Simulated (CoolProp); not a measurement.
Model: reference Helmholtz-energy equation of state, Tillner-Roth 1997, in CoolProp.

Problem. For CH2F2 (R32), give the phase and the Z, cp (kJ/(kg K)), speed of sound (m/s), viscosity (µPa s) at 380.5 K and 3.74 MPa; 424.1 K and 3.74 MPa.

Solution. 
- 380.5 K and 3.74 MPa: gas; Z 0.793, cp 1.37, speed of sound 236, viscosity 17.6
- 424.1 K and 3.74 MPa: gas; Z 0.869, cp 1.25, speed of sound 261, viscosity 19.2

Viscosity comes from a separate model (Bell 2016), an estimate that may be off by 10 % or more.
